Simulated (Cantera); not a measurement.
What does this Cantera script print?

```python
import numpy as np
import cantera as ct

gas_names = """
    H HO2 H2 H2O H2O2 O OH O2 O3 Pb PbO Pb2
""".split()
cond_names = """
    H2O(s) H2O(L) Pb(cr) Pb(L) PbO(rd) PbO(yw) PbO(L) PbO2(s) Pb3O4(s)
""".split()


# ... load() reads the species with a 1 bar reference pressure and builds the phases ...
atoms = {
    'PbO': {'Pb': 1, 'O': 1},
    'O2': {'O': 2},
    'H2': {'H': 2},
}
top_T = {'Pb3O4(s)': 820}  # K; cautious upper limits of use, not melting points


# ... equilibrate(T, P, feed) seeds the gas with the atoms and calls Mixture.equilibrate('TP', solver="vcs", rtol=1e-11, max_steps=5000) ...
results = []
feed = {'PbO': 1, 'O2': 1.2, 'H2': 0.25}  # mol
P = 133.322  # Pa
for T in [623, 698, 773, 848, 923, 998, 1073, 1148, 1223, 1298, 1373, 1448, 1523]:
    mix = equilibrate(T, P, feed)
    results.append((T, P, feed, dict(zip(mix.species_names, mix.species_moles))))
    x = sorted(zip(gas.X, gas.species_names), reverse=True)
    print(f"T = {T:g} K  P = {P:g} Pa  gas = {mix.phase_moles(0):.4g} mol")
    print("   x: " + "  ".join(f"{s} {v:.3e}" for v, s in x if v > 0.0001))
    print("   condensed (mol): " + ("  ".join(f"{mix.phase(i).name} {mix.phase_moles(i):.4g}"
          for i in range(1, mix.n_phases) if mix.phase_moles(i) > 1e-12) or "none"))
```

Result:

```
T = 623 K  P = 133.322 Pa  gas = 1.325 mol
   x: O2 8.113e-01  H2O 1.887e-01
   condensed (mol): PbO(rd) 1
T = 698 K  P = 133.322 Pa  gas = 1.325 mol
   x: O2 8.113e-01  H2O 1.887e-01
   condensed (mol): PbO(rd) 1
T = 773 K  P = 133.322 Pa  gas = 1.325 mol
   x: O2 8.113e-01  H2O 1.887e-01
   condensed (mol): PbO(yw) 1
T = 848 K  P = 133.322 Pa  gas = 1.325 mol
   x: O2 8.113e-01  H2O 1.887e-01
   condensed (mol): PbO(yw) 1
T = 923 K  P = 133.322 Pa  gas = 1.325 mol
   x: O2 8.113e-01  H2O 1.887e-01
   condensed (mol): PbO(yw) 1
T = 998 K  P = 133.322 Pa  gas = 1.325 mol
   x: O2 8.111e-01  H2O 1.886e-01  PbO 2.138e-04
   condensed (mol): PbO(yw) 0.9997
T = 1073 K  P = 133.322 Pa  gas = 1.328 mol
   x: O2 8.095e-01  H2O 1.883e-01  PbO 2.182e-03
   condensed (mol): PbO(yw) 0.9971
T = 1148 K  P = 133.322 Pa  gas = 1.347 mol
   x: O2 7.981e-01  H2O 1.856e-01  PbO 1.625e-02  Pb 1.107e-04
   condensed (mol): PbO(yw) 0.978
T = 1223 K  P = 133.322 Pa  gas = 1.445 mol
   x: O2 7.444e-01  H2O 1.729e-01  PbO 8.138e-02  Pb 1.290e-03
   condensed (mol): PbO(L) 0.8805
T = 1298 K  P = 133.322 Pa  gas = 2.025 mol
   x: O2 5.371e-01  PbO 3.270e-01  H2O 1.234e-01  Pb 1.249e-02
   condensed (mol): PbO(L) 0.3126
T = 1373 K  P = 133.322 Pa  gas = 2.361 mol
   x: O2 4.705e-01  PbO 3.931e-01  H2O 1.058e-01  Pb 3.041e-02  OH 1.540e-04
   condensed (mol): none
T = 1448 K  P = 133.322 Pa  gas = 2.385 mol
   x: O2 4.758e-01  PbO 3.689e-01  H2O 1.046e-01  Pb 5.034e-02  OH 3.215e-04
   condensed (mol): none
T = 1523 K  P = 133.322 Pa  gas = 2.418 mol
   x: O2 4.827e-01  PbO 3.369e-01  H2O 1.031e-01  Pb 7.660e-02  OH 6.233e-04  O 1.050e-04
   condensed (mol): none
```

Method: chemical equilibrium by Gibbs-energy minimisation in Cantera with the NASA 1993 tables (ideal gas, pure condensed phases). Gases not in the tables: (PbO)n polymers.
